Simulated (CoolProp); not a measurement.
Values from CoolProp's reference Helmholtz-energy equation of state, Smukala 2000.

### Question
For ethylene, give the phase and the cv (kJ/(kg K)), speed of sound (m/s), expansivity (1/kK) at 320.5 K and 6300 kPa; 320.5 K and 44100 kPa.

### Answer
- 320.5 K and 6300 kPa: supercritical; cv 1.49, speed of sound 279, expansivity 11.4
- 320.5 K and 44100 kPa: supercritical; cv 1.53, speed of sound 896, expansivity 2.47
